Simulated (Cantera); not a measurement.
A Cantera script and what it prints.

```python
import numpy as np
import cantera as ct

gas_names = """
    Cu CuF CuF2 Cu2 F F2 H HF H2 H2F2 H3F3 H4F4 H5F5 H6F6 H7F7 N NF NF2 NF3 NH NH2 NH3 N2 N2H2 N2H4
""".split()
cond_names = """
    Cu(cr) Cu(L) CuF2(s) CuF2(L)
""".split()


# ... load() reads the species with a 1 bar reference pressure and builds the phases ...
atoms = {
    'CuF2': {'Cu': 1, 'F': 2},
    'N2': {'N': 2},
    'HF': {'H': 1, 'F': 1},
}
top_T = {}  # K; cautious upper limits of use, not melting points


# ... equilibrate(T, P, feed) seeds the gas with the atoms and calls Mixture.equilibrate('TP', solver="vcs", rtol=1e-11, max_steps=5000) ...
results = []
feed = {'CuF2': 1, 'N2': 13, 'HF': 0.76}  # mol
T = 1800  # K
P = 980  # Pa
mix = equilibrate(T, P, feed)
results.append((T, P, feed, dict(zip(mix.species_names, mix.species_moles))))
print(gas.report(threshold=1e-06))
for i in range(1, mix.n_phases):
    print(f"{mix.phase(i).name:16s} {mix.phase_moles(i):12.5e} mol")
```

It prints:

```
       temperature   1800 K
          pressure   980 Pa
           density   0.0020535 kg/m^3
  mean mol. weight   31.359 kg/kmol
   phase of matter   gas

                          1 kg             1 kmol
                     ---------------   ---------------
          enthalpy        9.8889e+05        3.1011e+07  J
   internal energy        5.1165e+05        1.6045e+07  J
           entropy            9374.7        2.9399e+05  J/K
    Gibbs function       -1.5886e+07       -4.9816e+08  J
 heat capacity c_p            1137.1             35659  J/K
 heat capacity c_v            871.96             27344  J/K

                      mass frac. Y      mole frac. X     chem. pot. / RT
                     ---------------   ---------------   ---------------
                Cu        2.2072e-05        1.0892e-05           -15.914
               CuF           0.09881          0.037539           -40.153
              CuF2          0.089552          0.027656           -64.391
                 F          0.022755           0.03756           -24.238
                HF          0.031616          0.049557            -50.17
                N2           0.75725           0.84768           -31.381
     [  +19 minor]        2.4135e-07        2.0225e-07

Cu(L)             0.00000e+00 mol
CuF2(L)           0.00000e+00 mol
```

Equilibrium computed with Cantera from the NASA thermochemical tables; the gas is ideal and each condensed phase is pure.
